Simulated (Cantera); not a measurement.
An isothermal, constant-pressure homogeneous reactor starts with 47.6 % CH4, 52.4 % N2, at 1925 K and 0.132 atm.

Cantera simulation using GRI-Mech 3.0 (53 species, 325 reactions); the numbers are that mechanism's predictions, not measurements. GRI-Mech 3.0 stops at C3 and has no aromatics, soot or wall deposition, so with more carbon than oxygen in the feed, carbon stays in small species such as C2H2 where larger ones or solid carbon would form.

Q: Predict: x(CH4) at 100 s; x(H2) at 100 s; x(CH2) at 100 s; x(C2H6) at 100 s; x(CH3) at 100 s.

A: 
| Quantity | Result |
|---|---|
| x(CH4) at 100 s | 0.000431 (gas-phase equilibrium 0.000348) |
| x(H2) at 100 s | 0.482 (gas-phase equilibrium 0.482) |
| x(CH2) at 100 s | 1.53e-7 (gas-phase equilibrium 1.23e-7) |
| x(C2H6) at 100 s | 4.77e-9 (gas-phase equilibrium 3.10e-9) |
| x(CH3) at 100 s | 3.26e-5 (gas-phase equilibrium 2.63e-5) |
